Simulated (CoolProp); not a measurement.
Aqueous calcium chloride as a coolant, 28 % by mass, freezing at -39.0 °C, 1 atm.

The numbers come from the Melinder's fits for secondary coolants in CoolProp.

```tsv
T (°C)	conductivity (W/(m K))	cp (kJ/(kg K))	density (kg/m³)	viscosity (mPa s)
-35.6	0.485	(withheld)	1284	19.8
-29.6	0.494	2.692	1281	14.6
-23.5	0.502	(withheld)	1279	11.1
-17.4	0.511	(withheld)	1277	8.65
-11.4	0.519	(withheld)	1274	6.95
-5.3	0.528	(withheld)	1272	5.70
0.8	0.537	(withheld)	1269	4.76
6.8	0.545	2.795	1266	4.07
12.9	0.554	2.812	1263	3.51
19	0.562	2.828	1260	(withheld)
25	0.570	2.844	1257	2.72
31.1	0.579	2.859	1254	2.41
```

Complete the blanks.


- -35.6, cp (kJ/(kg K)): 2.674
- -23.5, cp (kJ/(kg K)): 2.710
- -17.4, cp (kJ/(kg K)): 2.727
- -11.4, cp (kJ/(kg K)): 2.744
- -5.3, cp (kJ/(kg K)): 2.762
- 0.8, cp (kJ/(kg K)): 2.779
- 19, viscosity (mPa s): 3.07
